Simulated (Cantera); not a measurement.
A perfectly stirred reactor is fed with CH₄ : CO : O₂ : N₂ = 1 : 0.096 : 1.14 : 4.28 (molar parts), equivalence ratio 1.8, at 750 Torr; it is adiabatic with a 300 K inlet, and is followed from long to short residence time, starting on the burning branch (τ in s: 0.087, 0.036, 0.015, 0.0062, 0.0026, 0.0011, 0.00045, 0.00019, 7.7e-05, 3.2e-05).

Model: GRI-Mech 3.0 (53 species, 325 reactions), integrated in Cantera.

### Question
What does this change do: N2 4.28 to 5.8 parts?

### Answer
| quantity | before | after |
|---|---|---|
| blow-out, bracketed by the residence times tried | burning at 6.20 ms, out at 2.60 ms | burning at 36.0 ms, out at 15.0 ms |
| x(CH₄) at τ = 87.0 ms | 0.00961 | 0.0152 |
| x(CO) at τ = 87.0 ms | 0.0885 | 0.0653 |
| x(O₂) at τ = 87.0 ms | 0.00111 | 0.00417 |
| x(H₂O₂) at τ = 87.0 ms | 8.76e-9 | 2.36e-8 |
| x(C₂H₄) at τ = 87.0 ms | 0.000152 | 0.000727 |
| x(CH₄) at τ = 1.10 ms | 0.153 | 0.124 |
| x(CO) at τ = 1.10 ms | 0.0147 | 0.0119 |
| x(O₂) at τ = 1.10 ms | 0.175 | 0.142 |
| x(H₂O₂) at τ = 1.10 ms | <1e-12 | <1e-12 |
| x(C₂H₄) at τ = 1.10 ms | <1e-12 | <1e-12 |
